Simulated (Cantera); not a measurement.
A Cantera script and what it prints.

```python
import numpy as np
import cantera as ct

gas_names = """
    H HNO HNO2 HNO3 HO2 H2 H2O H2O2 N NH NH2 NH3 NH2OH NO NO2 NO3 N2 N2H2 N2H4 N2O O OH O2 O3 Si SiH
    SiH2 SiH3 SiH4 SiN SiO SiO2 Si2 Si2N Si3
""".split()
cond_names = """
    H2O(s) H2O(L) Si(cr) Si(L) SiO2(Lqz) SiO2(hqz) SiO2(L) Si2N2O(s) Si3N4(a)
""".split()


def load(file, names, dense=False):
    # The tables refer to 1 bar. Condensed volumes are neglected.
    table = {s.name: s for s in ct.Species.list_from_file(file)}
    out = []
    for n in names:
        d = dict(table[n].input_data)
        d["thermo"] = dict(d["thermo"], **{"reference-pressure": 1e5})
        if dense:
            d["equation-of-state"] = {"model": "constant-volume", "density": "1e6 g/cm^3"}
        out.append(ct.Species.from_dict(d))
    return out


gas = ct.Solution(thermo="ideal-gas", species=load("nasa_gas.yaml", gas_names))
cond = {s.name: ct.Solution(thermo="fixed-stoichiometry", species=[s], name=s.name)
        for s in load("nasa_condensed.yaml", cond_names, dense=True)}
atoms = {
    'SiO2': {'Si': 1, 'O': 2},
    'H2': {'H': 2},
    'N2': {'N': 2},
}
top_T = {'Si2N2O(s)': 2100, 'Si3N4(a)': 2400}  # K; cautious upper limits of use, not melting points


def equilibrate(T, P, feed):
    n = {}
    for name, mol in feed.items():
        for a, k in atoms[name].items():
            n[a] = n.get(a, 0.0) + k * mol
    gas.TPX = T, P, n
    mass = sum(n.values()) * gas.mean_molecular_weight
    gas.equilibrate("TP")
    valid = [c for c in cond.values() if c.min_temp <= T <= top_T.get(c.name, c.max_temp)]
    mix = ct.Mixture([(gas, mass / gas.mean_molecular_weight)] + [(c, 0.0) for c in valid])
    mix.T, mix.P = T, P
    mix.equilibrate("TP", solver="vcs", rtol=1e-11, max_steps=5000)
    return mix


results = []
feed = {'SiO2': 1, 'H2': 5.8, 'N2': 5.3}  # mol
P = 100000  # Pa
for T in [748, 848, 948, 1048, 1148, 1248, 1348, 1448, 1548, 1648, 1748, 1848, 1948, 2048]:
    mix = equilibrate(T, P, feed)
    results.append((T, P, feed, dict(zip(mix.species_names, mix.species_moles))))

top = {s: max(r[3][s] / sum(r[3][g] for g in gas_names) for r in results) for s in gas_names}
cols = sorted((s for s in top if top[s] > 0.0001), key=lambda s: -top[s])[:8]
seen = [c for c in cond_names if any(r[3].get(c, 0) > 1e-12 for r in results)]
print("log10 of partial pressures in bar; condensed amounts in mol")
print(f"{'T/K':>10s}" + "".join(f"{s[:9]:>10s}" for s in cols + seen))
for T, P, feed, n in results:
    ng = sum(n[g] for g in gas_names)
    print(f"{T:10.4g}" + "".join(f"{np.log10(max(n[s] / ng * P / 1e5, 1e-99)):10.3f}" for s in cols)
          + "".join(f"{n.get(c, 0):10.4g}" for c in seen))
```

Result:

```
log10 of partial pressures in bar; condensed amounts in mol
       T/K        H2        N2       SiO       H2O         H       NH3 SiO2(Lqz) SiO2(hqz)   SiO2(L) Si2N2O(s)
       748    -0.283    -0.321   -23.379    -4.978   -12.682    -2.867    0.9999         0         0  3.89e-05
       848    -0.282    -0.321   -19.150    -4.613   -10.862    -3.308         0    0.9998         0 9.022e-05
       948    -0.282    -0.321   -15.825    -4.335    -9.421    -3.661         0    0.9997         0 0.0001711
      1048    -0.282    -0.321   -13.144    -4.114    -8.253    -3.951         0    0.9994         0 0.0002846
      1148    -0.282    -0.321   -10.936    -3.934    -7.286    -4.192         0    0.9991         0 0.0004307
      1248    -0.282    -0.321    -9.088    -3.785    -6.472    -4.396         0    0.9988         0 0.0006072
      1348    -0.282    -0.321    -7.520    -3.659    -5.777    -4.571         0    0.9984         0 0.0008107
      1448    -0.282    -0.321    -6.173    -3.552    -5.176    -4.721         0    0.9979         0  0.001035
      1548    -0.282    -0.321    -5.005    -3.460    -4.653    -4.853         0    0.9974         0  0.001247
      1648    -0.282    -0.321    -3.982    -3.379    -4.192    -4.968         0    0.9965         0  0.001159
      1748    -0.283    -0.321    -3.198    -3.198    -3.783    -5.071         0         0     0.993         0
      1848    -0.284    -0.322    -2.774    -2.774    -3.418    -5.164         0         0    0.9813         0
      1948    -0.288    -0.323    -2.396    -2.396    -3.091    -5.251         0         0    0.9552         0
      2048    -0.294    -0.325    -2.060    -2.060    -2.797    -5.335         0         0    0.9023         0
```

These are equilibrium values from Cantera (NASA tables, ideal gas, pure condensed phases), not measurements of a reactor. N2 is the only nitrogen source here; it is nearly inert below about 1500 K, so the nitride shown seldom forms there in practice. Mutual solubility and eutectic melting of coexisting phases are not modelled. The tables hold silica as quartz up to 1696 K and as liquid above; real silica turns to tridymite and cristobalite and melts near 1996 K.
